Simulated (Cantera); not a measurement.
Feed: 1 mol Si₃N₄, 0.55 mol Cl₂, 28 mol H₂, equilibrated at 1248.15 K.

Equilibrium computed with Cantera from the NASA thermochemical tables; the gas is ideal and each condensed phase is pure. Candidate condensed phases: NH₄Cl, Si, Si₃N₄; 28 gas species. Mutual solubility and eutectic melting of coexisting phases are not modelled. Kinetics and transport are ignored.

Problem. Which condensed phases are stable at each of these points (P (Pa)): 1, 4.20, 18, 75, 320, 1300, 5600, 24000, 100000?

Solution. 
```csv
P (Pa),condensed phases,Si condensed (%)
1,Si(s) + Si₃N₄(s),97.3
4.20,Si(s) + Si₃N₄(s),97.3
18,Si₃N₄(s),98.1
75,Si₃N₄(s),98.9
320,Si₃N₄(s),99.3
1300,Si₃N₄(s),99.6
5600,Si₃N₄(s),99.7
24000,Si₃N₄(s),99.8
100000,Si₃N₄(s),99.8
```

From 1.00e-5 bar to 4.20e-5 bar the condensed part is Si(s) + Si₃N₄(s). From 0.000180 bar to 1.00 bar the condensed part is Si₃N₄(s).
